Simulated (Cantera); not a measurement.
## Equilibrium for carbon deposition, reforming and gasification: C2H5OH + NH3 + H2

Input: 1 mol C2H5OH, 0.19 mol NH3, 1.8 mol H2, held at 0.0250 bar.

Cantera equilibrium calculation (NASA polynomials, part measured and part estimated; ideal gas, pure solids and liquids). Candidate condensed phases: C, C6H6, C7H8, C8H18, H2O; 136 gas species. Rates play no part.

```tsv
T (K)	x H2	x CH4	x H2O	x CO	x CO2	x N2	n C(graphite)
525	0.148	0.541	0.271	7.67e-5	0.0122	0.0280	0.125
575	0.295	0.423	0.239	0.000492	0.0158	0.0258	0.382
625	0.479	0.277	0.198	0.00240	0.0206	0.0230	0.761
675	0.641	0.150	0.152	0.00939	0.0267	0.0204	1.13
725	0.746	0.0713	0.105	0.0292	0.0308	0.0185	1.33
775	0.795	0.0324	0.0609	0.0678	0.0262	0.0172	1.30
825	0.812	0.0149	0.0290	0.113	0.0145	0.0163	1.17
875	0.817	0.00728	0.0119	0.143	0.00549	0.0157	1.06
925	0.819	0.00380	0.00472	0.155	0.00181	0.0155	1.02
975	0.820	0.00211	0.00196	0.159	0.000610	0.0154	1.00
1025	0.821	0.00124	0.000876	0.161	0.000223	0.0154	0.999
1075	0.822	0.000762	0.000419	0.161	8.85e-5	0.0154	0.998
1125	0.822	0.000488	0.000214	0.162	3.82e-5	0.0154	0.999
```
x: gas mole fraction; n: condensed amount in mol.

From 525 K to 1125 K the condensed part is C(graphite). The main C-bearing gas is CH4 at 525 K and CO at 1125 K. The share of C in condensed phases is highest at 725 K (66.4 %) and lowest at 525 K (6.3 %).
